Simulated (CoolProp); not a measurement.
Properties of R507A along the isobar 8.5 bar (Tc = 343.8 K, pc = 37.05 bar, ω = 0.286).

Computed with CoolProp (reference Helmholtz-energy equation of state, Lemmon 2003). It is a pseudo-pure fit of the blend.

| T (K) | phase | cp (kJ/(kg K)) | cv (kJ/(kg K)) | isothermal compressibility (1/MPa) | conductivity (mW/(m K)) | Prandtl number |
|---|---|---|---|---|---|---|
| 264.1 | liquid | 1.341 | 0.8648 | 0.004514 | 78.8 | 3.55 |
| 300.4 | gas | 1.018 | 0.8378 | [?] | 14.7 | 0.875 |
| 318.5 | gas | 1.004 | 0.8520 | 1.350 | 15.9 | 0.840 |
| 336.7 | gas | 1.007 | 0.8722 | 1.309 | 17.2 | 0.823 |
| 354.8 | gas | 1.019 | 0.8951 | 1.281 | 18.4 | 0.814 |
| 373 | gas | 1.036 | [?] | 1.260 | 19.7 | 0.810 |
| 391.1 | gas | 1.055 | 0.9440 | 1.245 | [?] | 0.808 |
| 409.3 | gas | 1.076 | 0.9688 | 1.233 | 22.3 | 0.808 |
| 427.4 | gas | 1.097 | 0.9930 | 1.224 | 23.6 | 0.809 |
| 445.6 | gas | 1.118 | 1.017 | 1.216 | 24.9 | 0.810 |
| 463.7 | gas | 1.139 | 1.040 | [?] | 26.2 | 0.811 |
| 481.9 | gas | 1.159 | [?] | 1.205 | 27.5 | 0.812 |
| 500 | gas | 1.179 | 1.083 | 1.201 | 28.8 | 0.813 |

**Question.** Complete the blanks.

**Answer.** 
- 300.4, isothermal compressibility (1/MPa): 1.415
- 373, cv (kJ/(kg K)): 0.9194
- 391.1, conductivity (mW/(m K)): 21.0
- 463.7, isothermal compressibility (1/MPa): 1.210
- 481.9, cv (kJ/(kg K)): 1.062

Viscosity comes from a separate model (Geller 2000). Thermal conductivity comes from a separate model (Geller 2001).
